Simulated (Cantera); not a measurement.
Feed: 1 mol SiHCl3, 0.25 mol NH3, 78 mol N2, equilibrated at 1648 K and 14.0 mbar.

Method: chemical equilibrium by Gibbs-energy minimisation in Cantera with the NASA 1993 tables (ideal gas, pure condensed phases). Candidate condensed phases: NH4Cl, Si, Si3N4; 28 gas species. The tables' values for SiCl3 are old estimates; treat these amounts as uncertain. Kinetics and transport are ignored.

Base state: N2 0.971, SiCl2 0.0121, HCl 0.0120, H2 0.00482, SiCl3 0.000262, Cl 0.000102, H 5.23e-5, SiCl4 1.24e-5 (mole fractions); condensed: gas only.

What changes in the equilibrium state with this change: pressure from 14.0 mbar to 0.260 bar?


```json
[
 {"species": "N2", "before": "0.971", "after": "0.972"},
 {"species": "HCl", "before": "0.0120", "after": "0.0167"},
 {"species": "SiCl2", "before": "0.0121", "after": "0.00736"},
 {"species": "H2", "before": "0.00482", "after": "0.00256"},
 {"species": "SiCl4", "before": "1.24e-5", "after": "0.000505"},
 {"species": "SiHCl3", "before": "8.31e-7", "after": "1.30e-5"},
 {"species": "H", "before": "5.23e-5", "after": "8.84e-6"},
 {"species": "SiCl3", "before": "0.000262", "after": "0.00130"},
 {"species": "Si3N4(s), mol", "before": "0", "after": "0.0878"}
]
```
